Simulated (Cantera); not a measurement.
Cantera with NASA thermochemical tables; ideal gases at 1 bar, condensed phases pure. Values are per mole of reaction as written; species without (g) are pure solids or liquids, kept so even where they would boil at 1 bar.

CH₄(g) → C + 2 H₂(g)

```tsv
T (K)	ΔH° (kJ)	ΔS° (J/K)	ΔG° (kJ)	log10 K
300	…	…	…	…
2348	85.5	107.4	-166.7	3.71
2448	84.5	107.0	-177.5	3.79
2548	…	…	…	…
2648	…	…	…	…
2748	81.5	105.8	-209.4	3.98
2848	80.4	105.5	-219.9	4.03
2948	…	…	…	…
```

Problem. Fill in the missing entries.

Solution. 
- 300, ΔH° (kJ): 74.7
- 300, ΔS° (J/K): 80.9
- 300, ΔG° (kJ): 50.4
- 300, log10 K: -8.77
- 2548, ΔH° (kJ): 83.5
- 2548, ΔS° (J/K): 106.6
- 2548, ΔG° (kJ): -188.1
- 2548, log10 K: 3.86
- 2648, ΔH° (kJ): 82.5
- 2648, ΔS° (J/K): 106.2
- 2648, ΔG° (kJ): -198.8
- 2648, log10 K: 3.92
- 2948, ΔH° (kJ): 79.3
- 2948, ΔS° (J/K): 105.1
- 2948, ΔG° (kJ): -230.5
- 2948, log10 K: 4.08
